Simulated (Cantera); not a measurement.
Feed: 1 mol Cr, 0.71 mol N₂O, 240 mol H₂, at 53.0 Pa.

Cantera equilibrium calculation (NASA polynomials, part measured and part estimated; ideal gas, pure solids and liquids). Candidate condensed phases: Cr, CrN, Cr₂N, Cr₂O₃, H₂O; 29 gas species. Equilibrium is a limit: real reactors are often held back by kinetics, nucleation or transport. All values below are at 1875 °C.

Base state: H₂ 0.826, H 0.165, Cr 0.00379, N₂ 0.00270, H₂O 0.00261, OH 6.69e-5 (mole fractions); condensed: gas only.

Task: What changes in the equilibrium state with this change: N₂O from 0.71 to 0.26 mol?

Result: 
| species | before | after |
|---|---|---|
| H₂ | 0.826 | 0.829 |
| H | 0.165 | 0.165 |
| Cr | 0.00379 | 0.00380 |
| N₂ | 0.00270 | 0.000989 |
| H₂O | 0.00261 | 0.000957 |
| OH | 6.69e-5 | 2.45e-5 |
